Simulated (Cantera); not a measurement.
Thermodynamics of chemical vapour transport, feed MgO + HI + H₂

A closed system holds: 1 mol MgO, a varied amount of HI, 8.2 mol H₂, equilibrated at 1648 K and 13.0 mbar.

Method: chemical equilibrium by Gibbs-energy minimisation in Cantera with the NASA 1993 tables (ideal gas, pure condensed phases). Candidate condensed phases: H₂O, I₂, Mg, MgI₂, MgO, Mg(OH)₂; 20 gas species. The numbers say what is thermodynamically allowed, not how fast it happens.

From 0.062 mol HI to 2.7 mol HI the condensed part is MgO(s). The main Mg-bearing gas is Mg at 0.062 mol HI and MgI₂ at 2.7 mol HI.

```
n(HI) (mol)   x H₂      x I     x HI    x H₂O    x MgI₂      x Mg     x MgI       x H  n MgO(s)
-----------  -----  -------  -------  -------  --------  --------  --------  --------  --------
0.062        0.989  0.00605  0.00124  0.00165   2.27e-5   0.00150  0.000133  0.000777     0.986
0.091        0.985  0.00883  0.00180  0.00169   4.70e-5   0.00146  0.000188  0.000775     0.986
0.13         0.981   0.0125  0.00254  0.00175   9.07e-5   0.00140  0.000257  0.000773     0.985
0.19         0.974   0.0180  0.00365  0.00185  0.000178   0.00132  0.000349  0.000771     0.984
0.28         0.964   0.0261  0.00526  0.00200  0.000340   0.00120  0.000460  0.000767     0.983
0.41         0.950   0.0374  0.00747  0.00225  0.000611   0.00106  0.000579  0.000761     0.980
0.6          0.931   0.0530   0.0105  0.00262   0.00103  0.000889  0.000691  0.000753     0.976
0.88         0.904   0.0745   0.0145  0.00315   0.00165  0.000717  0.000783  0.000743     0.970
1.3          0.868    0.104   0.0198  0.00389   0.00249  0.000557  0.000848  0.000728     0.961
1.9          0.823    0.141   0.0262  0.00481   0.00350  0.000428  0.000881  0.000709     0.948
2.7          0.773    0.182   0.0328  0.00579   0.00457  0.000334  0.000889  0.000687     0.930
```
x: gas mole fraction; n: condensed amount in mol.
